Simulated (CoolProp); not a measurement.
Saturation properties of R11 (Tc = 471.1 K, pc = 4408 kPa, ω = 0.189).

Values from CoolProp's reference Helmholtz-energy equation of state, Jacobsen 1992.

```csv
T (K),p (kPa),enthalpy of vaporisation (kJ/kg),vapour viscosity (µPa s)
362.2,646.8,153.1,12.2
367,720.5,150.5,12.3
371.7,798.6,[?],[?]
376.4,882.7,145.2,[?]
381.1,973.2,142.4,12.9
385.8,1070,139.5,13.1
390.5,1175,136.4,13.3
395.2,1286,133.2,[?]
400,1407,129.9,13.7
404.7,1534,126.4,14.0
409.4,1669,122.8,14.2
414.1,1813,118.9,14.5
418.8,1966,[?],14.9
```

### Question
Complete the blanks.

### Answer

- 371.7, enthalpy of vaporisation (kJ/kg): 147.9
- 371.7, vapour viscosity (µPa s): 12.5
- 376.4, vapour viscosity (µPa s): 12.7
- 395.2, vapour viscosity (µPa s): 13.5
- 418.8, enthalpy of vaporisation (kJ/kg): 114.9

It boils at 296.9 K under 1 atm.

Viscosity comes from a separate model (Klein 1997), an estimate that may be off by 10 % or more.
